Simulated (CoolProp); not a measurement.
R365MFC along the isobar 1.01 bar: fugacity coefficient from the reference equation and from simpler models built on Tc = 460.0 K, pc = 32.66 bar, ω = 0.377; each cubic takes its own stable root.

The numbers come from the reference Helmholtz-energy equation of state, Lemmon 2016 in CoolProp.

```
T (K)   phase  reference  Soave-Redlich-Kwong  Peng-Robinson
-----  ------  ---------  -------------------  -------------
292.6  liquid     0.4368               0.4316         0.4384
306.7  liquid     0.7573               0.7558         0.7605
320.8     gas     0.9606               0.9665         0.9650
334.9     gas     0.9665               0.9705         0.9691
348.9     gas     0.9713               0.9740         0.9725
363       gas     0.9752               0.9770         0.9755
377.1     gas     0.9784               0.9795         0.9782
391.2     gas     0.9810               0.9818         0.9805
405.2     gas     0.9831               0.9838         0.9825
419.3     gas     0.9849               0.9855         0.9842
433.4     gas     0.9864               0.9870         0.9858
447.5     gas     0.9877               0.9884         0.9872
461.6     gas     0.9889               0.9896         0.9884
475.6     gas     0.9899               0.9907         0.9895
489.7     gas     0.9908               0.9916         0.9905
```
